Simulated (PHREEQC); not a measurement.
Solution (20 °C): 3.7e-05 mol/kgw Ca(HCO3)2, 0.0072 mol/kgw Na2SO4 and 0.08 mol/kgw KCl. Closed to the air; pH follows from the charge balance.

All values are PHREEQC results (ion-association model, wateq4f.dat), not measurements.

This is a speciation only: nothing precipitates in the calculation.

Predict the pH.

pH 7.97.

In which forms is K present?

K+ 99 %, KSO4- 1.4 % of the K.

Species that the database lacks are ignored.
